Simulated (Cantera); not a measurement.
A Cantera script and its output.

```python
import numpy as np
import cantera as ct

gas = ct.Solution("gri30.yaml")
gas.TPX = 1275, 1000000, {'CH3OH': 1, 'O2': 2.59, 'N2': 9.72}
reactor = ct.IdealGasReactor(gas, energy="on", clone=False)
net = ct.ReactorNet([reactor])
net.rtol, net.atol = 1e-08, 1e-16
show = ['CH3OH', 'O2', 'CO', 'O', 'H', 'N2O', 'C2H']
times = np.geomspace(8e-06, 0.5, 14)

steps = ct.SolutionArray(gas, extra=["t"])
rows = []
print(f"{'t/s':>10s}{'T/K':>9s}{'P/Pa':>11s}" + "".join(f"{s:>11s}" for s in show))
for t in times:
    while net.time < t:
        t_next = net.step()
        steps.append(gas.state, t=t_next)
    rows.append([np.interp(t, steps.t, y) for y in (steps.T, steps.P, *steps(*show).X.T)])
    print(f"{t:10.3e}{rows[-1][0]:9.1f}{rows[-1][1]:11.4g}" + "".join(f"{x:11.3e}" for x in rows[-1][2:]))
rate = np.gradient(steps.T, steps.t)
print("integrator steps:", len(steps.t))
if steps.T.max() > steps.T[0] + 200:
    print(f"time of steepest temperature rise: {steps.t[rate.argmax()]:.4e} s")
gas.TPX = 1275, 1000000, {'CH3OH': 1, 'O2': 2.59, 'N2': 9.72}
gas.equilibrate("UV")
print(f"equilibrium (UV): T = {gas.T:.1f} K  " + "  ".join(f"{s} {gas[s].X[0]:.3e}" for s in show))
```

Output:

```
       t/s      T/K       P/Pa      CH3OH         O2         CO          O          H        N2O        C2H
 8.000e-06   1275.0      1e+06  7.513e-02  1.946e-01  2.531e-07  2.009e-10  1.273e-09  1.348e-12  4.720e-26
 1.871e-05   1275.0      1e+06  7.513e-02  1.946e-01  5.988e-07  2.106e-10  1.373e-09  7.720e-12  1.180e-25
 4.374e-05   1275.0      1e+06  7.512e-02  1.946e-01  1.445e-06  2.371e-10  1.678e-09  4.348e-11  3.721e-25
 1.023e-04   1275.0      1e+06  7.508e-02  1.946e-01  3.773e-06  3.592e-10  3.069e-09  2.384e-10  2.316e-24
 2.392e-04   1275.5  1.001e+06  7.486e-02  1.944e-01  1.670e-05  1.251e-09  1.314e-08  1.373e-09  4.054e-23
 5.593e-04   2699.1  2.213e+06  6.477e-17  7.714e-02  5.031e-03  2.137e-03  4.745e-04  3.953e-06  4.082e-22
 1.308e-03   2676.5  2.193e+06  5.628e-17  7.159e-02  4.751e-03  1.877e-03  4.265e-04  3.968e-06  2.685e-22
 3.058e-03   2669.8  2.187e+06  5.398e-17  6.997e-02  4.671e-03  1.805e-03  4.132e-04  4.019e-06  2.364e-22
 7.152e-03   2669.6  2.187e+06  5.391e-17  6.991e-02  4.669e-03  1.803e-03  4.127e-04  4.022e-06  2.353e-22
 1.672e-02   2669.6  2.187e+06  5.391e-17  6.991e-02  4.669e-03  1.803e-03  4.127e-04  4.022e-06  2.353e-22
 3.910e-02   2669.6  2.187e+06  5.391e-17  6.991e-02  4.669e-03  1.803e-03  4.127e-04  4.022e-06  2.353e-22
 9.144e-02   2669.6  2.187e+06  5.391e-17  6.991e-02  4.669e-03  1.803e-03  4.127e-04  4.022e-06  2.353e-22
 2.138e-01   2669.6  2.187e+06  5.391e-17  6.991e-02  4.669e-03  1.803e-03  4.127e-04  4.022e-06  2.353e-22
 5.000e-01   2669.6  2.187e+06  5.391e-17  6.991e-02  4.669e-03  1.803e-03  4.127e-04  4.022e-06  2.353e-22
integrator steps: 2071
time of steepest temperature rise: 5.0408e-04 s
equilibrium (UV): T = 2669.6 K  CH3OH 5.643e-17  O2 6.991e-02  CO 4.669e-03  O 1.803e-03  H 4.127e-04  N2O 4.022e-06  C2H 2.621e-22
```

Cantera simulation using GRI-Mech 3.0 (53 species, 325 reactions); the numbers are that mechanism's predictions, not measurements. GRI-Mech 3.0 was tuned for natural gas; its chemistry of methanol as a main component is partial and can be far from experiment.
